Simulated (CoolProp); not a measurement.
Vapour-liquid equilibrium of ethylene (1) + isobutane (2) at 255.5 K; x and y are mole fractions of (1).

Computed with CoolProp (multi-fluid Helmholtz-energy mixture model, Smukala 2000 and Bücker 2006; pair parameters Bell 2016).

```
x     bubble pressure (kPa)  y at the bubble point  dew pressure at overall composition x (kPa)  liquid density (mol/L)
----  ---------------------  ---------------------  -------------------------------------------  ----------------------
0.05                  171.0                  0.540                                        84.11                   10.55
0.15                  364.3                  0.794                                        93.90                   11.00
0.25                  572.9                  0.877                                        106.2                   11.48
0.35                  797.2                  0.917                                        122.2                   11.97
0.45                   1037                  0.942                                        143.8                   12.49
0.55                   1292                  0.958                                        174.5                   13.02
0.65                   1562                  0.970                                        221.9                   13.54
0.75                   1848                  0.979                                        304.4                   14.03
0.85                   2152                  0.987                                        483.6                   14.43
0.95                   2490                  0.995                                         1155                   14.61
```

No azeotrope shows between x = 0.05 and 0.95.

The pair parameters rest on a limited set of measurements; away from them the model extrapolates.
